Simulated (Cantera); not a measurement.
**Ignition delay**

Mixture: CH₄ : C₂H₆ : C₃H₈ : O₂ : N₂ = 1 : 0.049 : 0.14 : 2.39 : 9 (molar parts), equivalence ratio 1.2, at 2.60 bar, adiabatic and at constant pressure. Ignition delay is the time to a rise of 400 K.

Cantera simulation using GRI-Mech 3.0 (53 species, 325 reactions); the numbers are that mechanism's predictions, not measurements. GRI-Mech 3.0 was tuned for natural gas; its chemistry of propane as a main component is partial and can be far from experiment.

```csv
T0 (K),delay (ms)
1300,1.02
1400,0.270
1500,0.0912
1600,0.0385
1700,0.0195
1800,0.0113
1900,0.00734
```

```yaml
apparent activation energy between 1700 and 1900 K: 130 kJ/mol
```
